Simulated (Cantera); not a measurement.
Feed: 1 mol Al₂O₃, 20 mol HCl, 4.6 mol N₂, held at 1.00 bar.

Equilibrium computed with Cantera from the NASA thermochemical tables; the gas is ideal and each condensed phase is pure. Candidate condensed phases: Al, AlCl₃, AlN, Al₂O₃, H₂O, NH₄Cl; 45 gas species. The tables' values for AlCl₂ are old estimates; treat these amounts as uncertain. Condensed phases not in the tables: AlOCl. Gases not in the tables: Al(OH)₃. Kinetics and transport are ignored.

x: gas mole fraction; n: condensed amount in mol.

| T (K) | x HCl | x N₂ | x H₂O | x AlCl₃ | x Cl | x H₂ | x Cl₂ | n Al₂O₃(s) |
|---|---|---|---|---|---|---|---|---|
| 900 | 0.813 | 0.187 | 0.000173 | 0.000115 | 8.21e-8 | 1.27e-6 | 1.23e-6 | 0.999 |
| 1000 | 0.812 | 0.187 | 0.000408 | 0.000272 | 7.98e-7 | 4.62e-6 | 4.22e-6 | 0.997 |
| 1100 | 0.812 | 0.187 | 0.000818 | 0.000545 | 5.07e-6 | 1.37e-5 | 1.12e-5 | 0.993 |
| 1200 | 0.810 | 0.187 | 0.00145 | 0.000968 | 2.32e-5 | 3.57e-5 | 2.41e-5 | 0.988 |
| 1300 | 0.809 | 0.187 | [?] | [?] | [?] | [?] | [?] | 0.981 |
| 1400 | 0.806 | 0.187 | [?] | [?] | [?] | [?] | [?] | 0.971 |
| 1500 | 0.803 | 0.187 | 0.00498 | 0.00332 | 0.000579 | 0.000388 | 9.82e-5 | 0.959 |
| 1600 | 0.799 | 0.187 | 0.00672 | 0.00448 | 0.00125 | 0.000755 | 0.000130 | 0.945 |
| 1700 | 0.794 | 0.187 | 0.00870 | 0.00580 | 0.00245 | 0.00138 | 0.000162 | 0.929 |
| 1800 | 0.788 | 0.187 | 0.0109 | 0.00725 | 0.00441 | 0.00239 | 0.000195 | 0.911 |

Task: What belongs in the gaps?

Result: 
- 1400, x H₂O: 0.00352
- 1400, x AlCl₃: 0.00235
- 1400, x Cl: 0.000236
- 1400, x H₂: 0.000187
- 1400, x Cl₂: 6.90e-5
- 1300, x H₂O: 0.00235
- 1300, x AlCl₃: 0.00156
- 1300, x Cl: 8.20e-5
- 1300, x H₂: 8.47e-5
- 1300, x Cl₂: 4.37e-5
